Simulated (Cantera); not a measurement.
Input (Python, Cantera):

```python
import numpy as np
import cantera as ct

gas = ct.Solution("gri30.yaml")
gas.TPX = 400, 101325, {'CO': 1, 'H2': 1.4, 'CH4': 0.2, 'O2': 1.14, 'N2': 4.3}
flame = ct.FreeFlame(gas, width=0.04)
flame.set_refine_criteria(ratio=3, slope=0.08, curve=0.16)
flame.transport_model = "mixture-averaged"
flame.solve(loglevel=0, auto=True)
z, T = flame.grid, flame.T
thick = (T[-1] - T[0]) / np.gradient(T, z).max()
show = ['CO', 'H2', 'CH4', 'CH2CO', 'NO', 'HCN']
print(f"laminar burning velocity  {flame.velocity[0] * 100:.3f} cm/s")
print(f"burnt temperature         {T[-1]:.1f} K")
print(f"thermal thickness         {thick * 1e3:.4f} mm")
print(f"grid points               {len(z)}")
z0 = z[flame.heat_release_rate.argmax()]
print(f"{'z/mm':>9s}{'T/K':>9s}{'u/(m/s)':>9s}" + "".join(f"{s:>11s}" for s in show))
rows = []
for k in (-3, -2, -1.5, -1, -0.5, -0.25, 0, 0.25, 0.5, 1, 2, 4, 8):
    zz = z0 + k * thick
    rows.append([k * thick, np.interp(zz, z, T), np.interp(zz, z, flame.velocity),
                 *(np.interp(zz, z, flame.X[gas.species_index(s)]) for s in show)])
    print(f"{rows[-1][0] * 1e3:9.3f}{rows[-1][1]:9.1f}{rows[-1][2]:9.3f}" + "".join(f"{x:11.3e}" for x in rows[-1][3:]))
```

It prints:

```
laminar burning velocity  233.642 cm/s
burnt temperature         2312.9 K
thermal thickness         0.2876 mm
grid points               150
     z/mm      T/K  u/(m/s)         CO         H2        CH4      CH2CO         NO        HCN
   -0.863    400.0    2.336  1.244e-01  1.741e-01  2.488e-02 -1.662e-14  5.100e-15  9.660e-15
   -0.575    400.0    2.336  1.244e-01  1.740e-01  2.488e-02 -8.886e-16  2.633e-14  9.891e-15
   -0.431    400.1    2.335  1.245e-01  1.735e-01  2.490e-02  2.739e-13  2.678e-13  1.331e-14
   -0.288    402.4    2.341  1.249e-01  1.706e-01  2.498e-02  4.711e-11  1.521e-11  4.059e-13
   -0.144    580.1    3.302  1.260e-01  1.463e-01  2.487e-02  1.283e-07  1.381e-08  1.049e-09
   -0.072    965.2    5.423  1.259e-01  1.158e-01  2.052e-02  5.127e-07  1.775e-07  2.182e-08
    0.000   1414.6    7.929  1.276e-01  8.044e-02  7.290e-03  2.313e-06  9.897e-07  1.591e-07
    0.072   1645.8    9.209  1.204e-01  5.332e-02  6.907e-04  5.808e-07  2.778e-06  2.784e-07
    0.144   1733.9    9.651  1.085e-01  4.318e-02  3.252e-05  2.190e-08  4.892e-06  1.794e-07
    0.288   1826.8   10.075  9.388e-02  4.248e-02  9.036e-08  4.493e-11  8.610e-06  4.804e-08
    0.575   1927.3   10.535  8.633e-02  4.445e-02  1.151e-11  8.738e-15  1.394e-05  4.882e-09
    1.150   2032.6   11.028  8.576e-02  4.392e-02  7.287e-14  2.727e-16  2.073e-05  1.462e-10
    2.301   2131.8   11.483  8.611e-02  4.232e-02  4.367e-14  2.437e-16  2.878e-05  2.958e-11
```

Model: GRI-Mech 3.0 (53 species, 325 reactions), integrated in Cantera. Burning velocities carry a grid error of a few per cent, more on coarse grids.
